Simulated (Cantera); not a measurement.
A Cantera script and its output.

```python
import numpy as np
import cantera as ct

gas = ct.Solution("h2o2.yaml")
gas.TPX = 675, 1000000, {'H2': 1, 'O2': 0.238, 'N2': 0.976, 'H2O': 0.059}
flame = ct.FreeFlame(gas, width=0.008)
flame.set_refine_criteria(ratio=3, slope=0.08, curve=0.16)
flame.transport_model = "mixture-averaged"
flame.solve(loglevel=0, auto=True)
z, T = flame.grid, flame.T
thick = (T[-1] - T[0]) / np.gradient(T, z).max()
show = ['H2', 'O2', 'H2O', 'OH', 'H2O2', 'H']
print(f"laminar burning velocity  {flame.velocity[0] * 100:.3f} cm/s")
print(f"burnt temperature         {T[-1]:.1f} K")
print(f"thermal thickness         {thick * 1e3:.4f} mm")
print(f"grid points               {len(z)}")
z0 = z[flame.heat_release_rate.argmax()]
print(f"{'z/mm':>9s}{'T/K':>9s}{'u/(m/s)':>9s}" + "".join(f"{s:>11s}" for s in show))
rows = []
for k in (-3, -2, -1.5, -1, -0.5, -0.25, 0, 0.25, 0.5, 1, 2, 4, 8):
    zz = z0 + k * thick
    rows.append([k * thick, np.interp(zz, z, T), np.interp(zz, z, flame.velocity),
                 *(np.interp(zz, z, flame.X[gas.species_index(s)]) for s in show)])
    print(f"{rows[-1][0] * 1e3:9.3f}{rows[-1][1]:9.1f}{rows[-1][2]:9.3f}" + "".join(f"{x:11.3e}" for x in rows[-1][3:]))
```

It prints:

```
laminar burning velocity  877.604 cm/s
burnt temperature         2235.0 K
thermal thickness         0.0256 mm
grid points               109
     z/mm      T/K  u/(m/s)         H2         O2        H2O         OH       H2O2          H
   -0.077    675.0    8.776  4.399e-01  1.047e-01  2.596e-02  7.094e-15  6.683e-12  1.139e-14
   -0.051    675.0    8.776  4.399e-01  1.047e-01  2.596e-02  2.501e-12  6.440e-10  4.222e-12
   -0.038    675.2    8.776  4.397e-01  1.047e-01  2.597e-02  3.696e-11  5.415e-09  7.655e-11
   -0.026    677.7    8.792  4.385e-01  1.050e-01  2.608e-02  4.077e-09  2.112e-07  3.090e-08
   -0.013    754.9    9.593  4.234e-01  1.054e-01  3.055e-02  6.489e-05  2.870e-05  1.421e-04
   -0.006   1030.9   12.716  3.875e-01  9.602e-02  5.917e-02  7.405e-04  8.641e-05  3.194e-03
    0.000   1408.8   16.985  3.308e-01  6.857e-02  1.210e-01  1.660e-03  3.253e-05  1.489e-02
    0.006   1683.7   20.117  2.791e-01  3.506e-02  1.865e-01  2.803e-03  5.246e-06  2.876e-02
    0.013   1833.5   21.816  2.510e-01  1.477e-02  2.256e-01  3.390e-03  2.731e-06  3.539e-02
    0.026   1962.6   23.230  2.375e-01  2.542e-03  2.503e-01  3.516e-03  1.059e-06  3.410e-02
    0.051   2056.8   24.204  2.401e-01  2.522e-04  2.569e-01  2.971e-03  4.020e-07  2.516e-02
    0.102   2129.0   24.925  2.453e-01  5.318e-05  2.596e-01  2.109e-03  1.846e-07  1.602e-02
    0.205   2178.4   25.407  2.492e-01  1.827e-05  2.615e-01  1.319e-03  7.966e-08  9.332e-03
```

Model: the H2/O2 subset of GRI-Mech 3.0, which has no nitrogen chemistry, integrated in Cantera. The hydrogen kinetics of GRI-Mech 3.0 are dated; newer H2 mechanisms differ, most at raised pressure. Burning velocities carry a grid error of a few per cent, more on coarse grids.
